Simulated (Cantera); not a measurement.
## Equilibrium for calcination and drying: Ca(OH)2 + H2 + CO2

Input: 1 mol Ca(OH)2, 7.3 mol H2, 1.6 mol CO2, held at 0.133 bar.

Equilibrium computed with Cantera from the NASA thermochemical tables; the gas is ideal and each condensed phase is pure. Candidate condensed phases: C, C6H6, C7H8, C8H18, Ca, CaCO3, CaO, Ca(OH)2, H2O; 115 gas species. The numbers say what is thermodynamically allowed, not how fast it happens.

```csv
T (K),x H2,x H2O,x CO,x CO2,x CH4,x H,x OH,n CaCO3(calcite),n CaO(s)
775,0.715,0.212,0.0136,0.0204,0.0386,2.30e-12,<1e-12,1.00,0
875,0.770,0.162,0.0413,0.0229,0.00369,1.21e-10,<1e-12,1.00,0
975,0.631,0.207,0.106,0.0556,0.000172,2.49e-9,1.48e-12,0,1.00
1075,0.620,0.218,0.117,0.0444,1.30e-5,3.16e-8,4.22e-11,0,1.00
1175,0.612,0.226,0.125,0.0362,1.50e-6,2.63e-7,6.77e-10,0,1.00
1275,0.606,0.232,0.131,0.0303,2.42e-7,1.57e-6,7.01e-9,0,1.00
1375,0.602,0.237,0.136,0.0258,5.08e-8,7.28e-6,5.16e-8,0,1.00
1475,0.598,0.240,0.139,0.0225,1.32e-8,2.75e-5,2.89e-7,0,1.000
1575,0.596,0.243,0.142,0.0199,4.09e-9,8.78e-5,1.30e-6,0,1.000
1675,0.593,0.245,0.144,0.0179,1.46e-9,0.000245,4.89e-6,0,1.000
```
x: gas mole fraction; n: condensed amount in mol.

From 775 K to 875 K the condensed part is CaCO3(calcite). From 975 K to 1675 K the condensed part is CaO(s).
